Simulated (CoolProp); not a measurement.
Vapour pressure (kPa) of n-perfluorohexane: the reference equation beside estimates from Tc = 448.0 K, pc = 1742 kPa, ω = 0.497.

Model: reference Helmholtz-energy equation of state, Gao 2022, in CoolProp.

```
T (K)  reference  Lee-Kesler  Peng-Robinson
-----  ---------  ----------  -------------
341.4      145.5       146.0          145.9
345.7      166.1       166.8          166.5
350.1      189.4       190.2          189.9
354.5      215.1       216.2          215.8
358.9      243.4       244.7          244.3
363.3      274.5       276.0          275.7
367.7      308.6       310.3          310.1
372.1      345.7       347.8          347.8
```

Absolute difference from the reference over all 8 rows, mean and median: Lee-Kesler 0.5 and 0.5 %, Peng-Robinson 0.4 and 0.3 %.
